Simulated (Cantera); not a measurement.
A perfectly stirred reactor is fed with H2 : O2 : N2 = 1 : 0.833 : 3.13 (molar parts), equivalence ratio 0.60, at 101000 Pa; it is adiabatic with a 350 K inlet, and is followed from long to short residence time, starting on the burning branch (τ in s: 0.5, 0.14, 0.042, 0.012, 0.0035, 0.001, 0.0003, 8.6e-05, 2.5e-05, 7.2e-06).

Model: the H2/O2 subset of GRI-Mech 3.0, which has no nitrogen chemistry, integrated in Cantera.

Predict: blow-out, bracketed by the residence times tried; x(H2) at τ = 0.500 s; x(O2) at τ = 0.500 s; x(H2O2) at τ = 0.500 s; x(H2O) at τ = 0.500 s; x(O) at τ = 0.500 s; x(H2) at τ = 1.00 ms; x(O2) at τ = 1.00 ms; x(H2O2) at τ = 1.00 ms; x(H2O) at τ = 1.00 ms; x(O) at τ = 1.00 ms.


```
Property                                                                       Value
------------------------------------------------  ----------------------------------
blow-out, bracketed by the residence times tried  burning at 25.0 µs, out at 7.20 µs
x(H2) at τ = 0.500 s                                                        0.000141
x(O2) at τ = 0.500 s                                                          0.0742
x(H2O2) at τ = 0.500 s                                                       8.62e-8
x(H2O) at τ = 0.500 s                                                          0.223
x(O) at τ = 0.500 s                                                          9.93e-5
x(H2) at τ = 1.00 ms                                                         0.00492
x(O2) at τ = 1.00 ms                                                          0.0736
x(H2O2) at τ = 1.00 ms                                                       6.87e-7
x(H2O) at τ = 1.00 ms                                                          0.212
x(O) at τ = 1.00 ms                                                          0.00324
```
